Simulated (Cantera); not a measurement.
A closed system holds: 1 mol SiCl₄, 1 mol Cl₂, 2.1 mol H₂, at 1298 K and 1 atm.

Equilibrium computed with Cantera from the NASA thermochemical tables; the gas is ideal and each condensed phase is pure. Candidate condensed phases: Si; 19 gas species. The tables' values for SiCl₃ are old estimates; treat these amounts as uncertain. Rates play no part.

Base state: HCl 0.497, H₂ 0.260, SiCl₄ 0.234, SiHCl₃ 0.00553, SiCl₃ 0.00354, SiCl₂ 0.000320, SiH₂Cl₂ 1.84e-5 (mole fractions); condensed: gas only.

Q: What changes in the equilibrium state with this change: temperature from 1298 K to 1398 K?

A: 
| species | before | after |
|---|---|---|
| HCl | 0.497 | 0.506 |
| H₂ | 0.260 | 0.252 |
| SiCl₄ | 0.234 | 0.222 |
| SiCl₃ | 0.00354 | 0.0101 |
| SiCl₂ | 0.000320 | 0.00198 |
| SiH₂Cl₂ | 1.84e-5 | 4.06e-5 |
| SiHCl₃ | 0.00553 | 0.00775 |
